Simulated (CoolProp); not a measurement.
CH2F2 (R32) along the isotherm 435 K: Z from the reference equation and from simpler models built on Tc = 351.3 K, pc = 5.783 MPa, ω = 0.277; each cubic takes its own stable root.

The numbers come from the reference Helmholtz-energy equation of state, Tillner-Roth 1997 in CoolProp.

| p (MPa) | phase | reference | Pitzer virial | Peng-Robinson |
|---|---|---|---|---|
| 1.08 | gas | 0.9666 | 0.9702 | [?] |
| 2.17 | gas | [?] | 0.9401 | 0.9308 |
| 3.25 | gas | 0.8979 | 0.9103 | [?] |
| 4.34 | gas | 0.8627 | 0.8802 | 0.8629 |
| 5.42 | gas | 0.8276 | [?] | [?] |
| 6.51 | supercritical | [?] | 0.8203 | 0.7982 |
| 7.59 | supercritical | 0.7572 | 0.7905 | 0.7682 |
| 8.67 | supercritical | [?] | [?] | 0.7403 |

### Question
What belongs in the gaps?

### Answer

- 1.08, Peng-Robinson: 0.9655
- 2.17, reference: 0.9323
- 3.25, Peng-Robinson: 0.8968
- 5.42, Pitzer virial: 0.8504
- 5.42, Peng-Robinson: 0.8301
- 6.51, reference: 0.7921
- 8.67, reference: 0.7230
- 8.67, Pitzer virial: 0.7607
